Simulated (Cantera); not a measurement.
Charge: 1 mol N2O, 0.49 mol H2, equilibrated at 3475 K and 105000 Torr.

Cantera equilibrium calculation (NASA polynomials, part measured and part estimated; ideal gas, pure solids and liquids). Candidate condensed phases: H2O; 24 gas species. The ideal-gas law is rough above about 30 bar. Rates play no part.

Base state: N2 0.534, H2O 0.235, O2 0.107, OH 0.0484, NO 0.0461, O 0.0128, H2 0.0109, H 0.00491 (mole fractions); condensed: gas only.

Task: What changes in the equilibrium state with this change: temperature from 3475 K to 1498 K?

Result: 
```json
[
 {"species": "N2", "before": "0.534", "after": "0.573"},
 {"species": "H2O", "before": "0.235", "after": "0.281"},
 {"species": "O2", "before": "0.107", "after": "0.146"},
 {"species": "OH", "before": "0.0484", "after": "3.42e-5"},
 {"species": "NO", "before": "0.0461", "after": "0.000860"},
 {"species": "O", "before": "0.0128", "after": "1.27e-7"},
 {"species": "H2", "before": "0.0109", "after": "1.15e-7"},
 {"species": "H", "before": "0.00491", "after": "<1e-9"},
 {"species": "HNO", "before": "3.01e-5", "after": "1.01e-9"}
]
```

Task: What changes in the equilibrium state with this change: temperature from 3475 K to 2823 K?

Result: 
| species | before | after |
|---|---|---|
| N2 | 0.534 | 0.557 |
| H2O | 0.235 | 0.270 |
| O2 | 0.107 | 0.129 |
| OH | 0.0484 | 0.0149 |
| H2 | 0.0109 | 0.00151 |
| O | 0.0128 | 0.00180 |
| NO | 0.0461 | 0.0250 |
| N | 1.21e-5 | 2.61e-7 |
| H | 0.00491 | 0.000291 |
| HNO | 3.01e-5 | 5.12e-6 |
| HO2 | 0.000285 | 0.000118 |

Task: What changes in the equilibrium state with this change: N2O replaced by H2S?

Result: 
```csv
species,before,after
H2,0.0109,0.563
H2S,0,0.136
S2,0,0.120
N2,0.534,0
H2O,0.235,0
SH,0,0.120
O2,0.107,0
OH,0.0484,0
NO,0.0461,0
S,0,0.0247
O,0.0128,0
H,0.00491,0.0354
HO2,0.000285,0
NO2,0.000170,0
HNO,3.01e-5,0
H2O2,2.99e-5,0
N2O,2.63e-5,0
```
Further candidate phases: S.
